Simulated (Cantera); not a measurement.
A closed system holds: 1 mol H2O, 0.31 mol O2, 8.3 mol H2, held at 0.133 bar.

These are equilibrium values from Cantera (NASA tables, ideal gas, pure condensed phases), not measurements of a reactor. Candidate condensed phases: H2O; 22 gas species. Ions and electrons are included (thermal ionisation). Rates play no part.

x: gas mole fraction; nothing condenses.

```json
[
 {"T (K)": "2500", "x H": "0.0605", "x H2": "0.771", "x H2O": "0.166", "x O": "0.000139", "x OH": "0.00269", "x O2": "[?]"},
 {"T (K)": "2750", "x H": "0.155", "x H2": "0.685", "x H2O": "0.149", "x O": "0.00130", "x OH": "0.00906", "x O2": "[?]"},
 {"T (K)": "3000", "x H": "0.318", "x H2": "0.540", "x H2O": "0.112", "x O": "0.00790", "x OH": "0.0219", "x O2": "[?]"},
 {"T (K)": "3250", "x H": "0.525", "x H2": "0.356", "x H2O": "0.0557", "x O": "0.0286", "x OH": "0.0325", "x O2": "0.00174"},
 {"T (K)": "3500", "x H": "0.709", "x H2": "0.192", "x H2O": "0.0152", "x O": "0.0556", "x OH": "0.0259", "x O2": "0.00170"},
 {"T (K)": "3750", "x H": "0.822", "x H2": "0.0897", "x H2O": "0.00282", "x O": "0.0709", "x OH": "0.0135", "x O2": "[?]"},
 {"T (K)": "4000", "x H": "0.876", "x H2": "0.0403", "x H2O": "0.000492", "x O": "0.0765", "x OH": "0.00626", "x O2": "[?]"},
 {"T (K)": "4250", "x H": "0.900", "x H2": "0.0187", "x H2O": "9.53e-5", "x O": "0.0785", "x OH": "0.00295", "x O2": "[?]"},
 {"T (K)": "4500", "x H": "0.910", "x H2": "0.00923", "x H2O": "2.13e-5", "x O": "0.0794", "x OH": "0.00147", "x O2": "[?]"},
 {"T (K)": "4750", "x H": "0.915", "x H2": "0.00485", "x H2O": "5.49e-6", "x O": "0.0797", "x OH": "0.000781", "x O2": "[?]"},
 {"T (K)": "5000", "x H": "0.917", "x H2": "0.00271", "x H2O": "1.61e-6", "x O": "0.0799", "x OH": "0.000440", "x O2": "[?]"}
]
```

Problem. Fill in the missing entries.

Solution. 
- 2500, x O2: 1.23e-5
- 2750, x O2: 0.000114
- 3000, x O2: 0.000649
- 3750, x O2: 0.000848
- 4000, x O2: 0.000352
- 4250, x O2: 0.000149
- 4500, x O2: 6.79e-5
- 4750, x O2: 3.32e-5
- 5000, x O2: 1.74e-5
